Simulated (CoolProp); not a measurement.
Propylene along the isotherm 124.35 °C: Z from the reference equation and from simpler models built on Tc = 91.1 °C, pc = 45.55 bar, ω = 0.146; each cubic takes its own stable root.

Values from CoolProp's reference Helmholtz-energy equation of state, Lemmon 2013.

```csv
p (bar),phase,reference
0.216,gas,0.9988
0.492,gas,0.9972
1.12,gas,0.9936
2.55,gas,0.9853
5.8,gas,0.9662
13.2,gas,0.9212
30,gas,0.8089
68.3,supercritical,0.4576
```

### Question
How far does each simpler model (Redlich-Kwong, Peng-Robinson) lie from the reference over these 8 states: mean and median of the absolute difference, and the worst?

### Answer
- Redlich-Kwong: mean 0.1 %, median 0.0 %, worst -0.4 % at 124.35 °C and 30 bar
- Peng-Robinson: mean 0.7 %, median 0.3 %, worst -2.1 % at 124.35 °C and 30 bar
